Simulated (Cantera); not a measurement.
A perfectly stirred reactor is fed with CH4 : H2 = 1 : 91 (molar parts), at 1400 Pa; it is held at 1825 K, and followed from long to short residence time.

Computed with Cantera and GRI-Mech 3.0 (53 species, 325 reactions). GRI-Mech 3.0 stops at C3 and has no aromatics, soot or wall deposition, so with more carbon than oxygen in the feed, carbon stays in small species such as C2H2 where larger ones or solid carbon would form. Radical loss at walls, strong at low pressure, is not modelled.

What does this change do: pressure from 1400 Pa to 13300 Pa?


| quantity | before | after |
|---|---|---|
| x(CH4) at τ = 8.70 s | 0.00143 | 0.00130 |
| x(H2) at τ = 8.70 s | 0.990 | 0.993 |
| x(CH3) at τ = 8.70 s | 9.89e-5 | 3.16e-5 |
| x(C2H6) at τ = 8.70 s | 1.28e-8 | 1.09e-8 |
| x(C2H4) at τ = 8.70 s | 1.74e-6 | 1.24e-5 |
| x(CH4) at τ = 0.110 s | 0.00908 | 0.00705 |
| x(H2) at τ = 0.110 s | 0.988 | 0.990 |
| x(CH3) at τ = 0.110 s | 0.000345 | 0.000164 |
| x(C2H6) at τ = 0.110 s | 2.46e-7 | 2.83e-7 |
| x(C2H4) at τ = 0.110 s | 1.01e-5 | 9.60e-6 |
